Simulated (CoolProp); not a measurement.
Cyclopentane along the isotherm 550 K: Z from the reference equation and from simpler models built on Tc = 511.7 K, pc = 4.583 MPa, ω = 0.202; each cubic takes its own stable root.

Model: reference Helmholtz-energy equation of state, Gedanitz 2015, in CoolProp.

| p (MPa) | phase | reference | van der Waals | Redlich-Kwong | Soave-Redlich-Kwong | Peng-Robinson |
|---|---|---|---|---|---|---|
| 0.687 | gas | 0.9573 | 0.9615 | 0.9576 | 0.9589 | 0.9536 |
| 1.37 | gas | 0.9128 | 0.9207 | 0.9133 | 0.9161 | 0.9058 |
| 2.06 | gas | 0.8655 | 0.8761 | 0.8658 | 0.8705 | 0.8555 |
| 2.75 | gas | 0.8150 | 0.8272 | 0.8150 | 0.8220 | 0.8026 |
| 3.44 | gas | 0.7606 | 0.7726 | 0.7599 | 0.7700 | 0.7466 |
| 4.12 | gas | 0.7020 | 0.7104 | 0.7001 | 0.7143 | 0.6875 |
| 4.81 | supercritical | 0.6358 | 0.6337 | 0.6316 | 0.6520 | 0.6228 |
| 5.5 | supercritical | 0.5613 | 0.5315 | 0.5524 | 0.5830 | 0.5527 |
| 6.19 | supercritical | 0.4814 | 0.4265 | 0.4666 | 0.5101 | 0.4807 |
| 6.87 | supercritical | 0.4121 | 0.4041 | 0.4099 | 0.4519 | 0.4236 |
